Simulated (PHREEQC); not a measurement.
0.012 g of hydrous ferric oxide (600 m²/g; 0.2 weak and 0.005 strong sites per Fe, Dzombak-Morel constants, diffuse double layer) in 1 kg of water with 0.3 mol/kgw of an inert sodium salt, at 25 °C; the pH is set by adding NaOH or the inert anion's acid. Oxygen is held at 0.21 atm. The system is closed to CO2. Nothing may precipitate in this run.

Equilibrium calculation in PHREEQC: ion-association model, wateq4f.dat.

| pH | surface charge σ (C/m²) | surface potential ψ (mV) |
|---|---|---|
| 3 | 0.368 | 126 |
| 3.5 | 0.363 | 125 |
| 4 | 0.349 | 123 |
| 5 | 0.269 | 110 |
| 5.5 | 0.210 | 98 |
| 6 | 0.154 | 83 |
| 6.5 | 0.106 | 65 |
| 7.5 | 0.034 | 26 |
| 8 | 0.006 | 5 |
| 8.5 | -0.021 | -17 |
| 9 | -0.051 | -38 |
| 10 | -0.132 | -75 |
| 10.5 | -0.185 | -91 |
| 11 | -0.244 | -105 |

The oxide is taken as insoluble; below pH 4 it would dissolve.
